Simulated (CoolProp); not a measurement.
The fluid at 293.15 K and 5 MPa is throttled through a valve to 0.517 MPa with no heat exchange. The same conditions are run with several fluids, on thermodynamics alone (safety and materials aside).

Model: reference Helmholtz-energy equation of state of each fluid (fluoroethane (R161): Wu 2012; R407C: Lemmon 2003; c-C4F8 (RC318): Platzer 1990; propylene: Lemmon 2013; dodecamethylpentasiloxane (MD3M): Thol 2019), in CoolProp. The equations of Platzer and Polt are older, rougher fits. Blends and air are pseudo-pure fits.

**Question.** Rank fluoroethane (R161), R407C, c-C4F8 (RC318), propylene, dodecamethylpentasiloxane (MD3M) by temperature change (K), highest first.

**Answer.** dodecamethylpentasiloxane (MD3M) (+2.1), c-C4F8 (RC318) (+0.7), fluoroethane (R161) (-14.8), R407C (-21.9), propylene (-24.0)

```csv
fluid,final phase,final density (kg/m³)
fluoroethane (R161),"two-phase, vapour fraction 0.091",114
R407C,"two-phase, vapour fraction 0.154",130
c-C4F8 (RC318),liquid,1520
propylene,"two-phase, vapour fraction 0.159",62.4
dodecamethylpentasiloxane (MD3M),liquid,873
```
